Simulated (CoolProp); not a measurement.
Propylene along the isotherm 242.75 °C: Z from the reference equation and from simpler models built on Tc = 91.1 °C, pc = 4.555 MPa, ω = 0.146; each cubic takes its own stable root.

Model: reference Helmholtz-energy equation of state, Lemmon 2013, in CoolProp.

```csv
p (MPa),phase,reference
0.253,gas,0.9940
0.506,gas,0.9880
0.759,gas,0.9820
1.01,gas,0.9761
1.27,gas,0.9700
1.52,gas,0.9642
1.77,gas,0.9584
2.02,gas,0.9526
2.28,gas,0.9467
```

### Question
How far does each simpler model (Pitzer virial, van der Waals, Soave-Redlich-Kwong, Peng-Robinson) lie from the reference over these 9 states: mean and median of the absolute difference, and the worst?

### Answer
- Pitzer virial: mean 0.2 %, median 0.2 %, worst +0.2 % at 242.75 °C and 2.28 MPa
- van der Waals: mean 0.5 %, median 0.5 %, worst -1.0 % at 242.75 °C and 2.28 MPa
- Soave-Redlich-Kwong: mean 0.3 %, median 0.3 %, worst +0.5 % at 242.75 °C and 2.28 MPa
- Peng-Robinson: mean 0.4 %, median 0.4 %, worst -0.7 % at 242.75 °C and 2.28 MPa
